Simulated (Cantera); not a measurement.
What does this Cantera script print?

```python
import numpy as np
import cantera as ct

gas_names = """
    H HO2 H2 H2O H2O2 H2S H2SO4 K KH KO KOH K2 K2O2H2 K2SO4 O OH O2 O3 S SH SO SO2 SO3 S2 S2O S8
""".split()
cond_names = """
    H2O(s) H2O(L) H2SO4(L) K(cr) K(L) KOH(a) KOH(b) KOH(L) KO2(s) K2O(s) K2O2(s) K2S(1) K2S(2) K2S(3)
    K2S(L) K2SO4(a) K2SO4(b) K2SO4(L) S(cr1) S(cr2) S(L)
""".split()


# ... load() reads the species with a 1 bar reference pressure and builds the phases ...
atoms = {
    'K2SO4': {'K': 2, 'S': 1, 'O': 4},
    'H2O': {'H': 2, 'O': 1},
    'H2': {'H': 2},
}
top_T = {'KO2(s)': 780, 'K2O(s)': 1000, 'K2O2(s)': 760}  # K; cautious upper limits of use, not melting points


# ... equilibrate(T, P, feed) seeds the gas with the atoms and calls Mixture.equilibrate('TP', solver="vcs", rtol=1e-11, max_steps=5000) ...
results = []
T = 1250  # K
P = 101325  # Pa
for m in [0.22, 0.26, 0.31, 0.37, 0.45, 0.53, 0.64, 0.76, 0.91, 1.1]:
    feed = {'K2SO4': 1, 'H2O': 3.6, 'H2': m}  # mol
    mix = equilibrate(T, P, feed)
    results.append((T, P, feed, dict(zip(mix.species_names, mix.species_moles))))
    x = sorted(zip(gas.X, gas.species_names), reverse=True)
    print(f"T = {T:g} K  P = {P:g} Pa  n(H2) = {m:g} mol  gas = {mix.phase_moles(0):.4g} mol")
    print("   x: " + "  ".join(f"{s} {v:.3e}" for v, s in x if v > 1e-06))
    print("   condensed (mol): " + ("  ".join(f"{mix.phase(i).name} {mix.phase_moles(i):.4g}"
          for i in range(1, mix.n_phases) if mix.phase_moles(i) > 1e-12) or "none"))
```

It prints:

```
T = 1250 K  P = 101325 Pa  n(H2) = 0.22 mol  gas = 3.824 mol
   x: H2O 9.433e-01  H2 5.364e-02  KOH 2.019e-03  H2S 9.443e-04  SO2 8.109e-05  K 3.118e-05  K2O2H2 4.475e-06  K2SO4 1.967e-06  SH 1.284e-06  S2 1.270e-06
   condensed (mol): K2SO4(b) 0.9961
T = 1250 K  P = 101325 Pa  n(H2) = 0.26 mol  gas = 3.865 mol
   x: H2O 9.338e-01  H2 6.241e-02  KOH 2.461e-03  H2S 1.189e-03  SO2 6.354e-05  K 4.140e-05  K2O2H2 6.645e-06  K2SO4 1.967e-06  SH 1.499e-06  S2 1.487e-06
   condensed (mol): K2SO4(b) 0.9951
T = 1250 K  P = 101325 Pa  n(H2) = 0.31 mol  gas = 3.916 mol
   x: H2O 9.223e-01  H2 7.305e-02  KOH 3.037e-03  H2S 1.502e-03  K 5.597e-05  SO2 4.882e-05  K2O2H2 1.012e-05  K2SO4 1.967e-06  SH 1.750e-06  S2 1.732e-06
   condensed (mol): K2SO4(b) 0.9939
T = 1250 K  P = 101325 Pa  n(H2) = 0.37 mol  gas = 3.978 mol
   x: H2O 9.089e-01  H2 8.537e-02  KOH 3.755e-03  H2S 1.887e-03  K 7.592e-05  SO2 3.732e-05  K2O2H2 1.547e-05  SH 2.034e-06  S2 2.002e-06  K2SO4 1.967e-06
   condensed (mol): K2SO4(b) 0.9923
T = 1250 K  P = 101325 Pa  n(H2) = 0.45 mol  gas = 4.06 mol
   x: H2O 8.916e-01  H2 1.011e-01  KOH 4.743e-03  H2S 2.414e-03  K 1.064e-04  SO2 2.769e-05  K2O2H2 2.469e-05  SH 2.391e-06  S2 2.338e-06  K2SO4 1.967e-06
   condensed (mol): K2SO4(b) 0.99
T = 1250 K  P = 101325 Pa  n(H2) = 0.53 mol  gas = 4.143 mol
   x: H2O 8.751e-01  H2 1.160e-01  KOH 5.755e-03  H2S 2.954e-03  K 1.409e-04  K2O2H2 3.635e-05  SO2 2.159e-05  SH 2.731e-06  S2 2.657e-06  K2SO4 1.967e-06
   condensed (mol): K2SO4(b) 0.9876
T = 1250 K  P = 101325 Pa  n(H2) = 0.64 mol  gas = 4.256 mol
   x: H2O 8.535e-01  H2 1.354e-01  KOH 7.169e-03  H2S 3.712e-03  K 1.944e-04  K2O2H2 5.641e-05  SO2 1.623e-05  SH 3.177e-06  S2 3.080e-06  K2SO4 1.967e-06
   condensed (mol): K2SO4(b) 0.9841
T = 1250 K  P = 101325 Pa  n(H2) = 0.76 mol  gas = 4.378 mol
   x: H2O 8.463e-01  H2 1.418e-01  KOH 7.660e-03  H2S 3.977e-03  K 2.143e-04  K2O2H2 6.439e-05  SO2 1.489e-05  SH 3.326e-06  S2 3.223e-06  K2SO4 1.967e-06
   condensed (mol): K2S(L) 0.01728  K2SO4(b) 0.9652
T = 1250 K  P = 101325 Pa  n(H2) = 0.91 mol  gas = 4.528 mol
   x: H2O 8.463e-01  H2 1.418e-01  KOH 7.660e-03  H2S 3.977e-03  K 2.143e-04  K2O2H2 6.439e-05  SO2 1.489e-05  SH 3.326e-06  S2 3.223e-06  K2SO4 1.967e-06
   condensed (mol): K2S(L) 0.04884  K2SO4(b) 0.933
T = 1250 K  P = 101325 Pa  n(H2) = 1.1 mol  gas = 4.719 mol
   x: H2O 8.463e-01  H2 1.418e-01  KOH 7.660e-03  H2S 3.977e-03  K 2.143e-04  K2O2H2 6.439e-05  SO2 1.489e-05  SH 3.326e-06  S2 3.223e-06  K2SO4 1.967e-06
   condensed (mol): K2S(L) 0.08881  K2SO4(b) 0.8923
```

Equilibrium computed with Cantera from the NASA thermochemical tables; the gas is ideal and each condensed phase is pure. Mutual solubility and eutectic melting of coexisting phases are not modelled.
